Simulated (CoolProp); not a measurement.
R507A along the isobar 22.3 bar: fugacity coefficient from the reference equation and from simpler models built on Tc = 343.8 K, pc = 37.05 bar, ω = 0.286; each cubic takes its own stable root.

Model: reference Helmholtz-energy equation of state, Lemmon 2003, in CoolProp. It is a pseudo-pure fit of the blend.

| T (K) | phase | reference |
|---|---|---|
| 342.2 | gas | 0.7860 |
| 359.8 | gas | 0.8210 |
| 377.3 | gas | 0.8488 |
| 394.8 | gas | 0.8714 |
| 412.4 | gas | 0.8902 |
| 429.9 | gas | 0.9059 |
| 447.4 | gas | 0.9191 |
| 464.9 | gas | 0.9303 |
| 482.5 | gas | 0.9400 |
| 500 | gas | 0.9482 |

**Question.** How far does each simpler model (van der Waals, Redlich-Kwong, Soave-Redlich-Kwong, Peng-Robinson) lie from the reference over these 10 states: mean and median of the absolute difference, and the worst?

**Answer.** 
- van der Waals: mean 1.5 %, median 1.3 %, worst +4.4 % at 342.2 K and 22.3 bar
- Redlich-Kwong: mean 0.8 %, median 0.9 %, worst +1.6 % at 342.2 K and 22.3 bar
- Soave-Redlich-Kwong: mean 1.1 %, median 1.0 %, worst +1.5 % at 342.2 K and 22.3 bar
- Peng-Robinson: mean 0.7 %, median 0.8 %, worst -1.0 % at 377.3 K and 22.3 bar
